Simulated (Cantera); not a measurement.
A Cantera script and what it prints.

```python
import numpy as np
import cantera as ct

gas_names = """
    C CN CO CO2 C2 CCN CNC C2N2 C2O C3 C3O2 C4 C4N2 C5 N NCO NO NO2 NO3 N2 N2O O O2 O3 Pb PbO Pb2
""".split()
cond_names = """
    C(gr) Pb(cr) Pb(L) PbO(rd) PbO(yw) PbO(L) PbO2(s) Pb3O4(s)
""".split()


# ... load() reads the species with a 1 bar reference pressure and builds the phases ...
atoms = {
    'PbO': {'Pb': 1, 'O': 1},
    'C': {'C': 1},
    'N2': {'N': 2},
}
top_T = {'C(gr)': 4500, 'Pb3O4(s)': 820}  # K; cautious upper limits of use, not melting points


# ... equilibrate(T, P, feed) seeds the gas with the atoms and calls Mixture.equilibrate('TP', solver="vcs", rtol=1e-11, max_steps=5000) ...
results = []
feed = {'PbO': 1, 'C': 1.1, 'N2': 0.93}  # mol
T = 998  # K
P = 780000  # Pa
mix = equilibrate(T, P, feed)
results.append((T, P, feed, dict(zip(mix.species_names, mix.species_moles))))
print(gas.report(threshold=0.0001))
for i in range(1, mix.n_phases):
    print(f"{mix.phase(i).name:16s} {mix.phase_moles(i):12.5e} mol")
```

Result:

```
       temperature   998 K
          pressure   7.8e+05 Pa
           density   2.9441 kg/m^3
  mean mol. weight   31.32 kg/kmol
   phase of matter   gas

                          1 kg             1 kmol
                     ---------------   ---------------
          enthalpy       -2.5816e+06       -8.0858e+07  J
   internal energy       -2.8466e+06       -8.9156e+07  J
           entropy            7309.4        2.2893e+05  J/K
    Gibbs function       -9.8764e+06       -3.0933e+08  J
 heat capacity c_p            1189.2             37246  J/K
 heat capacity c_v            923.72             28931  J/K

                      mass frac. Y      mole frac. X     chem. pot. / RT
                     ---------------   ---------------   ---------------
                CO           0.18938           0.21176           -38.414
               CO2           0.29051           0.20675           -75.308
                N2            0.5201           0.58149           -23.344
     [  +24 minor]        1.3139e-05        1.9861e-06

C(gr)             4.30663e-01 mol
Pb(L)             9.99997e-01 mol
PbO(yw)           0.00000e+00 mol
PbO2(s)           0.00000e+00 mol
```

Cantera equilibrium calculation (NASA polynomials, part measured and part estimated; ideal gas, pure solids and liquids).
